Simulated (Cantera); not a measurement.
A freely propagating, adiabatic, planar premixed flame of CH4 : C2H6 : O2 : N2 = 1 : 0.038 : 1.78 : 6.68 (molar parts), unburnt at 623 K and 1.00 bar; mixture-averaged transport, grid criteria slope 0.08 and curve 0.16, no radiation.

Detailed kinetics in Cantera: GRI-Mech 3.0 (53 species, 325 reactions). Burning velocities carry a grid error of a few per cent, more on coarse grids.

**Question.** What does this change do: inlet temperature 623 to 500 K?

**Answer.** 
```json
[
 {"quantity": "laminar burning velocity", "before": "132 cm/s", "after": "85.5 cm/s"},
 {"quantity": "thermal thickness", "before": "0.326 mm", "after": "0.364 mm"},
 {"quantity": "peak x(H2O2)", "before": "1.20e-5", "after": "1.50e-5"},
 {"quantity": "peak x(CH3)", "before": "0.00450", "after": "0.00384"},
 {"quantity": "peak x(O)", "before": "0.00250", "after": "0.00194"}
]
```

**Question.** What does this change do: 0.15 parts CO2 added?

**Answer.** 
```
quantity                    before     after
------------------------  --------  --------
laminar burning velocity  132 cm/s  120 cm/s
thermal thickness         0.326 mm  0.345 mm
peak x(H2O2)               1.20e-5   1.26e-5
peak x(CH3)                0.00450   0.00412
peak x(O)                  0.00250   0.00238
```

**Question.** What does this change do: O2 1.78 to 2.3 parts?

**Answer.** 
```
quantity                    before     after
------------------------  --------  --------
laminar burning velocity  132 cm/s  192 cm/s
thermal thickness         0.326 mm  0.256 mm
peak x(H2O2)               1.20e-5   1.46e-5
peak x(CH3)                0.00450   0.00421
peak x(O)                  0.00250   0.00816
```
